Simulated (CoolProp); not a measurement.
Vapour-liquid equilibrium of R152A (1) + isobutane (2) at -29.65 °C; x and y are mole fractions of (1).

Model: multi-fluid Helmholtz-energy mixture model, Outcalt 1996 and Bücker 2006; pair parameters Bell 2016, in CoolProp.

| x | bubble pressure (kPa) | y at the bubble point | dew pressure at overall composition x (kPa) | liquid density (mol/L) |
|---|---|---|---|---|
| 0.05 | 59.61 | 0.238 | 49.54 | 10.70 |
| 0.2 | 82.05 | 0.506 | 57.30 | 11.17 |
| 0.35 | 91.53 | 0.597 | 67.62 | 11.72 |
| 0.5 | 95.04 | 0.639 | 81.41 | 12.36 |
| 0.65 | 96.11 | 0.670 | 95.59 | 13.11 |
| 0.8 | 95.16 | 0.719 | 90.86 | 14.01 |
| 0.95 | 86.46 | 0.870 | 81.45 | 15.08 |

y crosses x between x = 0.65 and 0.8: the model has an azeotrope there.

Pair parameters are fitted to limited data, so mixtures are less certain than the pure fluids. With so large a gap from Raoult's law the liquid may split in two, which this calculation doesn't test in full.
